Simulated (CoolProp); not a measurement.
A simple Rankine cycle with c-C4F8 (RC318): condensing at 324.15 K, boiler at 1.77 MPa, turbine inlet 499 K, turbine efficiency 0.9, pump efficiency 0.8, no recuperator. Each further row changes one setting.

The numbers come from the reference Helmholtz-energy equation of state, Platzer 1990 in CoolProp. This equation is an older, rougher fit; its heat capacities, sound speeds and derivatives of the liquid may be far off and weren't checked against measurements.

| case | thermal efficiency (%) | net work (kJ/kg) | heat in (kJ/kg) | turbine exit temperature (K) | volume ratio over the turbine |
|---|---|---|---|---|---|
| as stated | 6.2 | 15.8 | 255 | 478.3 | 2.68 |
| condensing temperature 316.15 K | 7.4 | 19.4 | 264 | ___ | ___ |
| boiler pressure 1.24 MPa | 4.0 | 10.4 | 257 | 486.2 | 1.86 |
| turbine efficiency 0.8 | ___ | ___ | 255 | 480.1 | 2.69 |

Question: What belongs in the gaps?

Answer: 
- condensing temperature 316.15 K, turbine exit temperature (K): 474.0
- condensing temperature 316.15 K, volume ratio over the turbine: 3.32
- turbine efficiency 0.8, thermal efficiency (%): 5.5
- turbine efficiency 0.8, net work (kJ/kg): 13.9
